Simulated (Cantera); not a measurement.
An isothermal, constant-pressure homogeneous reactor starts with NH3 : H2 = 1 : 5.5 (molar parts), at 1598 K and 0.0100 bar. Integrator tolerance rtol = 1e-08.

Model: the gas-phase N/H chemistry of the illustrative SiF4/NH3 mechanism in the Surface Chemkin manual (1991), integrated in Cantera. Walls and surfaces, which speed up NH3 decomposition in real reactors, are not modelled.

Task: What does this change do: temperature 1598 to 2000 K?

Result: 
```json
[
 {"quantity": "x(NH3) at 10.0 s", "before": "0.150 (gas-phase equilibrium 1.08e-7)", "after": "0.00260 (gas-phase equilibrium 4.53e-8)"},
 {"quantity": "x(H2) at 10.0 s", "before": "0.848 (gas-phase equilibrium 0.933)", "after": "0.928 (gas-phase equilibrium 0.918)"},
 {"quantity": "x(NH) at 10.0 s", "before": "4.67e-7 (gas-phase equilibrium 5.89e-12)", "after": "4.20e-6 (gas-phase equilibrium 1.29e-9)"},
 {"quantity": "x(N2) at 10.0 s", "before": "0.00162 (gas-phase equilibrium 0.0666)", "after": "0.0654 (gas-phase equilibrium 0.0661)"},
 {"quantity": "x(N2H2) at 10.0 s", "before": "1.27e-7 (gas-phase equilibrium <1e-12)", "after": "1.37e-8 (gas-phase equilibrium <1e-12)"},
 {"quantity": "x(N) at 10.0 s", "before": "3.07e-8 (gas-phase equilibrium 1.64e-12)", "after": "1.79e-6 (gas-phase equilibrium 2.31e-9)"}
]
```
